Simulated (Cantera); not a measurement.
An isothermal plug-flow reactor at 825 K and 5.00 bar (inlet), inlet velocity 2.5 m/s, active area per volume 3900 1/m; feed 0.544 % CH4, 1.73 % O2, 97.7 % N2, equivalence ratio 0.63.

Detailed kinetics in Cantera: Deutschmann's 1995 Pt surface mechanism with GRI-Mech 3.0 gas chemistry. Catalytic surfaces can have several steady states; this one follows from the mechanism file's or the stated starting coverage. Mass transfer to the wall is taken as infinitely fast.

x: gas mole fraction; θ: surface coverage.

```tsv
z (m)	x CH4	x O2	x H2O	x CO2	x CO	θ free Pt	θ O*	θ OH*
0.00027	0.00544	0.0173	1.46e-5	7.02e-6	[?]	0.0541	0.946	0.000226
0.00058	0.00543	0.0173	3.14e-5	1.52e-5	[?]	0.0541	0.946	0.000298
0.0012	0.00541	0.0173	6.50e-5	3.17e-5	[?]	0.0541	0.945	0.000406
0.0027	0.00537	0.0172	0.000146	7.20e-5	9.03e-7	0.0542	0.945	0.000589
0.0058	0.00529	0.0170	0.000312	0.000155	9.07e-7	0.0543	0.945	0.000849
0.012	0.00512	0.0167	0.000638	0.000318	8.81e-7	0.0546	0.944	0.00121
0.027	0.00474	0.0159	0.00141	0.000702	8.20e-7	0.0554	0.943	0.00180
```

**Question.** What belongs in the gaps?

**Answer.** 
- 0.00027, x CO: 3.05e-7
- 0.00058, x CO: 5.33e-7
- 0.0012, x CO: 7.68e-7
